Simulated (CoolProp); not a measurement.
Ethanol along the isotherm 275.9 K: density (kg/m³) from the reference equation and from simpler models built on Tc = 514.7 K, pc = 6.268 MPa, ω = 0.644; each cubic takes its own stable root.

The numbers come from the reference Helmholtz-energy equation of state, Schroeder 2014 in CoolProp.

```csv
p (MPa),phase,reference,van der Waals,Redlich-Kwong
0.392,liquid,804.3,433.4,642.0
0.783,liquid,804.6,433.9,642.3
1.18,liquid,805.0,434.4,642.6
1.57,liquid,805.3,434.9,643.0
1.96,liquid,805.6,435.3,643.3
2.35,liquid,805.9,435.8,643.6
2.74,liquid,806.2,436.3,643.9
3.13,liquid,806.5,436.7,644.3
```
